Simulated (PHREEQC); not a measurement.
PHREEQC input (Pitzer model, pitzer.dat):

```
SOLUTION 1
  temp 25
  units mol/kgw
  pH 7 charge
  Cl 5
  Mg 2.5
END
SELECTED_OUTPUT 1
  -reset false
  -pH true
  -pe true
  -ionic_strength true
  -water true
  -totals Cl K Mg Sr
  -molalities H+ K+ Mg+2 Sr+2 Cl- OH- MgOH+
  -equilibrium_phases Carnallite Bischofite Brucite Sylvite MgCl2_4H2O
PRINT
  -reset false
USE solution 1
REACTION 1
  SrCl2 1
  0 0.05 0.1 0.15 0.2 0.25 0.3 0.35 0.4 0.45 0.5 0.55 0.6 moles
EQUILIBRIUM_PHASES 1
  Carnallite 0 30
  Bischofite 0 0
  Brucite 0 0
  Sylvite 0 0
  MgCl2_4H2O 0 0
END
```

Selected output (columns that matter, 13 of 13 rows; SrCl2 added (mol) added in front):

```
SrCl2 added (mol)	pH	mu	Cl	K	Mg	Sr	m_H+	m_K+	m_Mg+2	m_Sr+2	m_Cl-	m_OH-	Carnallite	Sylvite
0	3.5553	13.278	9.0208	0.50612	4.2573	0	3.135e-06	0.50612	4.2573	0	9.0208	1.971e-09	26.744	2.5713
0.05	3.5528	13.305	9.0375	0.5033	4.2299	0.037188	3.1526e-06	0.5033	4.2299	0.037188	9.0375	1.9626e-09	26.813	2.5105
0.1	3.5503	13.331	9.0544	0.50045	4.2022	0.074786	3.1704e-06	0.50045	4.2022	0.074786	9.0544	1.9541e-09	26.881	2.4498
0.15	3.5477	13.359	9.0716	0.49757	4.1742	0.1128	3.1885e-06	0.49757	4.1742	0.1128	9.0716	1.9454e-09	26.949	2.3891
0.2	3.5451	13.386	9.089	0.49467	4.1459	0.15124	3.2069e-06	0.49467	4.1459	0.15124	9.089	1.9367e-09	27.017	2.3284
0.25	3.5424	13.414	9.1067	0.49173	4.1174	0.19011	3.2257e-06	0.49173	4.1174	0.19011	9.1067	1.9278e-09	27.085	2.2679
0.3	3.5397	13.443	9.1246	0.48877	4.0885	0.22941	3.2448e-06	0.48877	4.0885	0.22941	9.1246	1.9188e-09	27.153	2.2074
0.35	3.537	13.471	9.1429	0.48578	4.0594	0.26916	3.2641e-06	0.48578	4.0594	0.26916	9.1429	1.9097e-09	27.221	2.147
0.4	3.5342	13.501	9.1613	0.48276	4.0299	0.30935	3.2839e-06	0.48276	4.0299	0.30935	9.1613	1.9004e-09	27.289	2.0866
0.45	3.5313	13.53	9.1801	0.47971	4.0002	0.35	3.3039e-06	0.47971	4.0002	0.35	9.1801	1.8911e-09	27.357	2.0263
0.5	3.5284	13.56	9.1992	0.47664	3.9702	0.39112	3.3243e-06	0.47664	3.9702	0.39112	9.1992	1.8816e-09	27.425	1.9661
0.55	3.5254	13.591	9.2186	0.47353	3.9398	0.4327	3.3451e-06	0.47353	3.9398	0.4327	9.2186	1.872e-09	27.492	1.906
0.6	3.5224	13.622	9.2382	0.47039	3.9092	0.47476	3.3662e-06	0.47039	3.9092	0.47476	9.2382	1.8622e-09	27.56	1.8459
```

Species that the database lacks are ignored.
